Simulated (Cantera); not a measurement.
Mixture: H₂ : O₂ : N₂ = 1 : 0.5 : 1.65 (molar parts), at 0.670 bar, adiabatic and at constant volume. Ignition delay is the time to a rise of 400 K.

Detailed kinetics in Cantera: GRI-Mech 3.0 (53 species, 325 reactions). Where the delays flatten at high temperature, the 400 K rule measures the pace of heat release, not the induction time.

Question: What does this change do: pressure from 0.670 bar to 0.400 bar?

Answer: 
| quantity | before | after |
|---|---|---|
| delay at 1200 K | 61.3 µs | 0.104 ms |
| delay at 1250 K | 48.3 µs | 83.5 µs |
| delay at 1300 K | 39.4 µs | 69.5 µs |
| delay at 1350 K | 33.0 µs | 59.6 µs |
| delay at 1400 K | 28.5 µs | 52.8 µs |
| delay at 1450 K | 25.2 µs | 48.0 µs |
| delay at 1500 K | 22.8 µs | 44.9 µs |

Question: What does this change do: pressure from 0.670 bar to 5.00 bar?

Answer: 
```tsv
quantity	before	after
delay at 1200 K	61.3 µs	14.4 µs
delay at 1250 K	48.3 µs	8.57 µs
delay at 1300 K	39.4 µs	5.98 µs
delay at 1350 K	33.0 µs	4.52 µs
delay at 1400 K	28.5 µs	3.58 µs
delay at 1450 K	25.2 µs	2.93 µs
delay at 1500 K	22.8 µs	2.46 µs
```
The hydrogen kinetics of GRI-Mech 3.0 are dated; newer H2 mechanisms differ, most at raised pressure.
